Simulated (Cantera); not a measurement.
Mixture: CH₄ : O₂ : N₂ = 1 : 2 : 7.52 (molar parts), equivalence ratio 1.0, at 19.0 bar, adiabatic and at constant pressure. Ignition delay is the time to a rise of 400 K.

Detailed kinetics in Cantera: GRI-Mech 3.0 (53 species, 325 reactions). The pressure lies above the range GRI-Mech 3.0 was tuned for (to about 10 atm).

Q: Predict: delay at 1223 K; delay at 1423 K; delay at 1623 K; delay at 1823 K; delay at 2023 K; apparent activation energy between 1923 and 2123 K.

A: 
| Quantity | Result |
|---|---|
| delay at 1223 K | 1.76 ms |
| delay at 1423 K | 0.215 ms |
| delay at 1623 K | 36.5 µs |
| delay at 1823 K | 8.24 µs |
| delay at 2023 K | 2.52 µs |
| apparent activation energy between 1923 and 2123 K | 180 kJ/mol |
